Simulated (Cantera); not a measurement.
A closed system holds: 1 mol Cu2O, 0.5 mol C, 3.3 mol N2, equilibrated at 1923.15 K and 35.0 Pa.

Cantera equilibrium calculation (NASA polynomials, part measured and part estimated; ideal gas, pure solids and liquids). Candidate condensed phases: C, Cu, CuO, Cu2O; 27 gas species. The numbers say what is thermodynamically allowed, not how fast it happens.

Base state: N2 0.561, Cu 0.340, CO2 0.0624, CO 0.0228, O2 0.00983, O 0.00192, NO 0.00112, CuO 7.29e-5 (mole fractions); condensed: gas only.

What changes in the equilibrium state with this change: temperature from 1923.15 K to 925 K?


```
species      before    after
----------  -------  -------
N2            0.561    0.868
CO2          0.0624    0.132
CO           0.0228  2.55e-7
Cu            0.340  1.72e-9
O           0.00192    <1e-9
O2          0.00983  1.13e-8
NO          0.00112  3.13e-9
CuO         7.29e-5    <1e-9
Cu2         6.23e-5    <1e-9
Cu(s), mol        0     2.00
```
